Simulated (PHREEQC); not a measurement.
Solution (65 °C): 0.25 mol Pb(NO3)2 and 0.0026 mol CaCl2 per kg of water. Closed to the air; pH follows from the charge balance.

Equilibrium calculation in PHREEQC: ion-association model, wateq4f.dat.

Question: The ionic strength comes out as 0.485 mol/kgw. What activity coefficients do NO3-, Cl-, Ca+2, Pb2OH+3, H+ get?

Answer: NO3- 0.59, Cl- 0.63, Ca+2 0.23, Pb2OH+3 0.048, H+ 0.75.

No solid was allowed to form. At this temperature some constants are extrapolated from 25 °C, and those without enthalpy data are left unchanged.
